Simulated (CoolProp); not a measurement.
Model: reference Helmholtz-energy equation of state, Zhou 2014, in CoolProp.

Problem. Give the vapour pressure (bar), vapour Z, liquid viscosity (µPa s), vapour viscosity (µPa s) of saturated cyclohexane at 418.7 K.

Solution. 
```json
[
 {"T (K)": "418.7", "p (bar)": "5.05", "vapour Z": "0.884", "liquid viscosity (µPa s)": "213", "vapour viscosity (µPa s)": "9.55"}
]
```

Viscosity comes from a separate model (Tariq 2014).
